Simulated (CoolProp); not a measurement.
The numbers come from the reference Helmholtz-energy equation of state, Lemmon 2006 in CoolProp. It is a short technical equation, of lower accuracy than the large ones.

Question: Give the vapour pressure (kPa), liquid density (kg/m³), enthalpy of vaporisation (kJ/kg), liquid cp (kJ/(kg K)) of saturated isohexane at 249.7, 302.3 K.

Answer: 
```
T (K)  p (kPa)  liquid density (kg/m³)  enthalpy of vaporisation (kJ/kg)  liquid cp (kJ/(kg K))
-----  -------  ----------------------  --------------------------------  ---------------------
249.7     2.37                     692                               378                   2.02
302.3     33.4                     645                               345                   2.26
```
